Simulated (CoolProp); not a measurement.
Model: reference Helmholtz-energy equation of state, Thol 2015, in CoolProp.

**Question.** For octamethylcyclotetrasiloxane (D4), give the phase and the Joule-Thomson coefficient (K/MPa), isothermal compressibility (1/MPa) at 28.25 °C and 3360 kPa; 137.95 °C and 3360 kPa; 220.25 °C and 3360 kPa.

**Answer.** 
- 28.25 °C and 3360 kPa: liquid; Joule-Thomson coefficient -0.407, isothermal compressibility 0.00148
- 137.95 °C and 3360 kPa: liquid; Joule-Thomson coefficient -0.262, isothermal compressibility 0.00380
- 220.25 °C and 3360 kPa: liquid; Joule-Thomson coefficient -0.0370, isothermal compressibility 0.00940
